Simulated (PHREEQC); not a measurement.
Solution A (0.053 mol/kgw FeCl3, 0.00054 mol/kgw CaCl2 and 0.0059 mol/kgw NaHCO3) is mixed with solution B (0.19 mol/kgw H2SO4, 0.00028 mol/kgw Al2(SO4)3 and 0.022 mol/kgw Na2SO4) at 20 °C; shares are by mass of water, 1 kg in all. O2 is buffered at 0.21 atm. The system is closed to CO2. Only these solids could form: Calcite, Gypsum, Portlandite, Al(OH)3(a), Fe(OH)3(a), Jarosite-Na, Basaluminite, Halite, Mirabilite, Nahcolite, Natron.

All values are PHREEQC results (ion-association model, wateq4f.dat), not measurements.

Question: Predict Ca+2 (mol/kgw) at share of solution B = 0.8, 0.9.

Answer: 
```json
[
 {"share of solution B": "0.8", "Ca+2 (mol/kgw)": "5.75e-5"},
 {"share of solution B": "0.9", "Ca+2 (mol/kgw)": "2.73e-5"}
]
```
